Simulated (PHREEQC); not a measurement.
Solution (25 °C): 9.3 mmol/kgw ZnSO4, 0.28 mmol/kgw Na2SO4 and 0.13 mmol/kgw MnSO4. Closed to the air; pH follows from the charge balance.

All values are PHREEQC results (ion-association model, phreeqc.dat), not measurements.

No solid was allowed to form.

Question: Predict the pH.

Answer: pH 5.77.

Question: In which forms is Zn present?

Answer: Zn+2 68 %, ZnSO4 31 %, Zn(SO4)2-2 1.7 % of the Zn.
